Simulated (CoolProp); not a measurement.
The numbers come from the reference Helmholtz-energy equation of state, Lemmon 2006 in CoolProp. It is a short technical equation, of lower accuracy than the large ones.

Problem. Give the vapour pressure (kPa), liquid density (kg/m³), vapour density (kg/m³), surface tension (mN/m) of saturated carbonyl sulfide at 232.7, 309.6, 338.5 K.

Solution. 
```csv
T (K),p (kPa),liquid density (kg/m³),vapour density (kg/m³),surface tension (mN/m)
232.7,156,1150,5.03,19.0
309.6,1680,956,49.1,6.62
338.5,3100,851,96.3,3.09
```

Surface tension comes from a separate correlation (Mulero 2012).
